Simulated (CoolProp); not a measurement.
Values from CoolProp's reference Helmholtz-energy equation of state, Platzer 1990. This equation is an older, rougher fit.

Question: For CF4 (R14), give the phase and the cp (kJ/(kg K)), cv (kJ/(kg K)), viscosity (µPa s) at 28.35 °C and 0.673 MPa.

Answer: 
- 28.35 °C and 0.673 MPa: gas; cp 0.714, cv 0.607, viscosity 17.7

Viscosity comes from a separate model (Huber 2003), an estimate that may be off by 10 % or more.
